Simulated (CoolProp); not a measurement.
Vapour-liquid equilibrium of ethylbenzene (1) + o-xylene (2) at 0.00109 MPa; x and y are mole fractions of (1).

Model: multi-fluid Helmholtz-energy mixture model, Zhou 2012 and Zhou 2012; pair parameters Bell 2016, in CoolProp.

| x | bubble temperature, mixture model (°C) | bubble temperature, Raoult's law (°C) | y, mixture model | y, Raoult's law |
|---|---|---|---|---|
| 0.05 | 28.0 | 28.0 | 0.071 | 0.070 |
| 0.125 | 27.4 | 27.5 | 0.172 | 0.169 |
| 0.2 | 26.9 | 27.0 | 0.268 | 0.262 |
| 0.275 | 26.3 | 26.5 | 0.358 | 0.351 |
| 0.35 | 25.8 | 26.0 | 0.442 | 0.434 |
| 0.425 | 25.3 | 25.5 | 0.521 | 0.513 |
| 0.5 | 24.8 | 25.0 | 0.594 | 0.588 |
| 0.575 | 24.3 | 24.6 | 0.662 | 0.659 |
| 0.65 | 23.9 | 24.2 | 0.726 | 0.726 |
| 0.725 | 23.5 | 23.7 | 0.788 | 0.790 |
| 0.8 | 23.1 | 23.3 | 0.847 | 0.851 |
| 0.875 | 22.8 | 22.9 | 0.904 | 0.909 |
| 0.95 | 22.4 | 22.5 | 0.962 | 0.965 |

The largest gap from Raoult's law is -0.3 K in bubble temperature, at x = 0.575. No azeotrope shows between x = 0.05 and 0.95.

Pair parameters are fitted to limited data, so mixtures are less certain than the pure fluids.
